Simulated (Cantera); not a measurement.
What does this Cantera script print?

```python
import numpy as np
import cantera as ct

gas = ct.Solution("gri30.yaml")
gas.TPX = 1100, 100000, {'N2O': 1, 'H2O': 0.11}
reactor = ct.IdealGasConstPressureReactor(gas, energy="off", clone=False)
net = ct.ReactorNet([reactor])
net.rtol, net.atol = 1e-08, 1e-18
show = ['N2O', 'H2O', 'NO2', 'H', 'HO2']
times = np.geomspace(1e-06, 20, 15)

steps = ct.SolutionArray(gas, extra=["t"])
rows = []
print(f"{'t/s':>10s}{'T/K':>9s}{'P/Pa':>11s}" + "".join(f"{s:>11s}" for s in show))
for t in times:
    while net.time < t:
        t_next = net.step()
        steps.append(gas.state, t=t_next)
    rows.append([np.interp(t, steps.t, y) for y in (steps.T, steps.P, *steps(*show).X.T)])
    print(f"{t:10.3e}{rows[-1][0]:9.1f}{rows[-1][1]:11.4g}" + "".join(f"{x:11.3e}" for x in rows[-1][2:]))
rate = np.gradient(steps.T, steps.t)
print("integrator steps:", len(steps.t))
if steps.T.max() > steps.T[0] + 200:
    print(f"time of steepest temperature rise: {steps.t[rate.argmax()]:.4e} s")
gas.TPX = 1100, 100000, {'N2O': 1, 'H2O': 0.11}
gas.equilibrate("TP")
print(f"equilibrium (TP): T = {gas.T:.1f} K  " + "  ".join(f"{s} {gas[s].X[0]:.3e}" for s in show))
```

It prints:

```
       t/s      T/K       P/Pa        N2O        H2O        NO2          H        HO2
 1.000e-06   1100.0      1e+05  9.009e-01  9.910e-02  3.745e-18  4.936e-16  1.640e-13
 3.323e-06   1100.0      1e+05  9.009e-01  9.910e-02  3.820e-16  3.793e-14  5.611e-12
 1.104e-05   1100.0      1e+05  9.009e-01  9.910e-02  2.817e-14  1.369e-12  1.688e-10
 3.669e-05   1100.0      1e+05  9.009e-01  9.910e-02  1.108e-12  1.388e-11  3.717e-09
 1.219e-04   1100.0      1e+05  9.009e-01  9.910e-02  4.619e-11  5.799e-11  5.371e-08
 4.051e-04   1100.0      1e+05  9.008e-01  9.910e-02  4.099e-09  1.874e-10  5.430e-07
 1.346e-03   1100.0      1e+05  9.007e-01  9.909e-02  2.616e-07  4.067e-10  2.626e-06
 4.472e-03   1100.0      1e+05  9.003e-01  9.907e-02  4.449e-06  4.816e-10  3.151e-06
 1.486e-02   1100.0      1e+05  8.988e-01  9.902e-02  2.968e-05  4.975e-10  2.481e-06
 4.938e-02   1100.0      1e+05  8.940e-01  9.886e-02  1.226e-04  4.492e-10  1.904e-06
 1.641e-01   1100.0      1e+05  8.783e-01  9.833e-02  3.237e-04  3.560e-10  1.226e-06
 5.452e-01   1100.0      1e+05  8.296e-01  9.668e-02  5.685e-04  2.801e-10  6.153e-07
 1.811e+00   1100.0      1e+05  6.954e-01  9.210e-02  7.273e-04  2.183e-10  2.547e-07
 6.019e+00   1100.0      1e+05  4.242e-01  8.283e-02  7.244e-04  1.449e-10  9.354e-08
 2.000e+01   1100.0      1e+05  1.285e-01  7.273e-02  5.810e-04  5.373e-11  3.199e-08
integrator steps: 1352
equilibrium (TP): T = 1100.0 K  N2O 6.155e-09  H2O 6.832e-02  NO2 3.197e-06  H 3.319e-13  HO2 4.419e-09
```

Detailed kinetics in Cantera: GRI-Mech 3.0 (53 species, 325 reactions). GRI-Mech 3.0 was tuned for natural gas; its chemistry of N2O as a main component is partial and can be far from experiment. The mechanism lacks the step 2 NO + O2 → 2 NO2, which can matter for NO2 below about 1400 K. The temperature is held fixed by assumption; the heat of reaction is taken as removed at once.
